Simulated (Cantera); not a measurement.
Mixture: CO : H₂ : CH₄ : O₂ : N₂ = 1 : 0.25 : 0.55 : 1.57 : 4.55 (molar parts), equivalence ratio 1.1, at 0.370 bar, adiabatic and at constant pressure. Ignition delay is the time to a rise of 400 K.

Cantera simulation using GRI-Mech 3.0 (53 species, 325 reactions); the numbers are that mechanism's predictions, not measurements.

### Question
What does this change do: H2 0.25 to 0.57 parts?

### Answer
| quantity | before | after |
|---|---|---|
| delay at 1225 K | 3.23 ms | 1.19 ms |
| delay at 1300 K | 1.74 ms | 0.695 ms |
| delay at 1375 K | 1.02 ms | 0.439 ms |
| delay at 1450 K | 0.638 ms | 0.295 ms |
| delay at 1525 K | 0.423 ms | 0.208 ms |
| delay at 1600 K | 0.292 ms | 0.152 ms |
| apparent activation energy between 1450 and 1600 K | 100 kJ/mol | 85 kJ/mol |

### Question
What does this change do: pressure from 0.370 bar to 23.0 bar?

### Answer
```tsv
quantity	before	after
delay at 1225 K	3.23 ms	0.147 ms
delay at 1300 K	1.74 ms	73.7 µs
delay at 1375 K	1.02 ms	41.5 µs
delay at 1450 K	0.638 ms	24.8 µs
delay at 1525 K	0.423 ms	15.4 µs
delay at 1600 K	0.292 ms	9.86 µs
apparent activation energy between 1450 and 1600 K	100 kJ/mol	120 kJ/mol
```
The pressure lies above the range GRI-Mech 3.0 was tuned for (to about 10 atm).
